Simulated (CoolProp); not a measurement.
R114 along the isobar 0.562 MPa: density (kg/m³) from the reference equation and from simpler models built on Tc = 420.6 K, pc = 3.352 MPa, ω = 0.252; each cubic takes its own stable root.

Values from CoolProp's reference Helmholtz-energy equation of state, Platzer 1990. This equation is an older, rougher fit.

```json
[
 {"T (K)": "364.1", "phase": "gas", "reference": "35.21"},
 {"T (K)": "374", "phase": "gas", "reference": "33.93"},
 {"T (K)": "383.8", "phase": "gas", "reference": "32.78"},
 {"T (K)": "393.6", "phase": "gas", "reference": "31.73"},
 {"T (K)": "403.5", "phase": "gas", "reference": "30.74"},
 {"T (K)": "413.3", "phase": "gas", "reference": "29.83"},
 {"T (K)": "423.2", "phase": "gas", "reference": "28.98"},
 {"T (K)": "433", "phase": "gas", "reference": "28.19"},
 {"T (K)": "442.9", "phase": "gas", "reference": "27.44"},
 {"T (K)": "452.7", "phase": "gas", "reference": "26.74"},
 {"T (K)": "462.6", "phase": "gas", "reference": "26.07"},
 {"T (K)": "472.4", "phase": "gas", "reference": "25.45"}
]
```

Task: How far does each simpler model (ideal gas, van der Waals, Redlich-Kwong, Soave-Redlich-Kwong) lie from the reference over these 12 states: mean and median of the absolute difference, and the worst?

Result: 
- ideal gas: mean 6.4 %, median 6.0 %, worst -9.9 % at 364.1 K and 0.562 MPa
- van der Waals: mean 1.0 %, median 0.8 %, worst -2.6 % at 364.1 K and 0.562 MPa
- Redlich-Kwong: mean 0.2 %, median 0.2 %, worst -0.7 % at 364.1 K and 0.562 MPa
- Soave-Redlich-Kwong: mean 0.0 %, median 0.0 %, worst -0.1 % at 364.1 K and 0.562 MPa
